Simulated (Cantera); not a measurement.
Feed: 1 mol SiC, 0.003 mol O2, 3.5 mol H2, at 14.0 Pa.

Cantera equilibrium calculation (NASA polynomials, part measured and part estimated; ideal gas, pure solids and liquids). Candidate condensed phases: C, C6H6, C7H8, C8H18, H2O, Si, SiC, SiO2; 123 gas species. Gases not in the tables: Si2H6 and higher silanes. Rates play no part.

x: gas mole fraction; n: condensed amount in mol.

```json
[
 {"T (K)": "1223", "x H2": "0.998", "x H": "2.54e-5", "x Si": "2.05e-9", "x SiC2": "<1e-12", "x Si2C": "<1e-12", "n SiC(s)": "0.997", "n C(graphite)": "0"},
 {"T (K)": "1298", "x H2": "0.998", "x H": "9.05e-5", "x Si": "3.14e-8", "x SiC2": "<1e-12", "x Si2C": "(withheld)", "n SiC(s)": "0.997", "n C(graphite)": "0"},
 {"T (K)": "1373", "x H2": "0.998", "x H": "0.000281", "x Si": "3.55e-7", "x SiC2": "<1e-12", "x Si2C": "(withheld)", "n SiC(s)": "0.997", "n C(graphite)": "0"},
 {"T (K)": "1448", "x H2": "0.998", "x H": "0.000778", "x Si": "3.11e-6", "x SiC2": "5.38e-12", "x Si2C": "(withheld)", "n SiC(s)": "0.997", "n C(graphite)": "0"},
 {"T (K)": "1523", "x H2": "0.996", "x H": "0.00195", "x Si": "2.18e-5", "x SiC2": "1.02e-10", "x Si2C": "(withheld)", "n SiC(s)": "0.997", "n C(graphite)": "0"},
 {"T (K)": "1598", "x H2": "0.994", "x H": "0.00448", "x Si": "0.000121", "x SiC2": "1.54e-9", "x Si2C": "(withheld)", "n SiC(s)": "0.997", "n C(graphite)": "0"},
 {"T (K)": "1673", "x H2": "0.988", "x H": "0.00957", "x Si": "0.000483", "x SiC2": "2.16e-8", "x Si2C": "(withheld)", "n SiC(s)": "0.996", "n C(graphite)": "0"},
 {"T (K)": "1748", "x H2": "0.978", "x H": "0.0191", "x Si": "0.00117", "x SiC2": "3.49e-7", "x Si2C": "(withheld)", "n SiC(s)": "0.995", "n C(graphite)": "0"},
 {"T (K)": "1823", "x H2": "0.961", "x H": "0.0359", "x Si": "0.00167", "x SiC2": "7.10e-6", "x Si2C": "(withheld)", "n SiC(s)": "0.994", "n C(graphite)": "0"},
 {"T (K)": "1898", "x H2": "0.931", "x H": "0.0637", "x Si": "0.00323", "x SiC2": "8.09e-5", "x Si2C": "(withheld)", "n SiC(s)": "0.987", "n C(graphite)": "0.00333"},
 {"T (K)": "1973", "x H2": "0.879", "x H": "0.107", "x Si": "0.0112", "x SiC2": "0.000407", "x Si2C": "(withheld)", "n SiC(s)": "0.954", "n C(graphite)": "0.0316"},
 {"T (K)": "2048", "x H2": "0.791", "x H": "0.168", "x Si": "0.0352", "x SiC2": "0.00181", "x Si2C": "(withheld)", "n SiC(s)": "0.842", "n C(graphite)": "0.127"},
 {"T (K)": "2123", "x H2": "0.640", "x H": "0.243", "x Si": "0.102", "x SiC2": "0.00724", "x Si2C": "(withheld)", "n SiC(s)": "0.453", "n C(graphite)": "0.444"}
]
```

Task: What belongs in the gaps?

Result: 
- 1298, x Si2C: 7.49e-12
- 1373, x Si2C: 1.80e-10
- 1448, x Si2C: 3.10e-9
- 1523, x Si2C: 3.97e-8
- 1598, x Si2C: 3.78e-7
- 1673, x Si2C: 2.47e-6
- 1748, x Si2C: 9.37e-6
- 1823, x Si2C: 2.00e-5
- 1898, x Si2C: 5.61e-5
- 1973, x Si2C: 0.000273
- 2048, x Si2C: 0.00118
- 2123, x Si2C: 0.00456
